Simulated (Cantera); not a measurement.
## Ignition delay

Mixture: CH4 : H2 : O2 : N2 = 1 : 0.1 : 2.36 : 8.86 (molar parts), equivalence ratio 0.87, at 24.7 atm, adiabatic and at constant pressure. Ignition delay is the time to a rise of 400 K.

Computed with Cantera and GRI-Mech 3.0 (53 species, 325 reactions). The pressure lies above the range GRI-Mech 3.0 was tuned for (to about 10 atm).

```json
[
 {"T0 (K)": "1048", "delay (ms)": "4.53"},
 {"T0 (K)": "1098", "delay (ms)": "2.08"},
 {"T0 (K)": "1148", "delay (ms)": "1.08"},
 {"T0 (K)": "1198", "delay (ms)": "0.615"},
 {"T0 (K)": "1248", "delay (ms)": "0.377"},
 {"T0 (K)": "1298", "delay (ms)": "0.242"},
 {"T0 (K)": "1348", "delay (ms)": "0.160"}
]
```

* **apparent activation energy between 1248 and 1348 K**: 120 kJ/mol
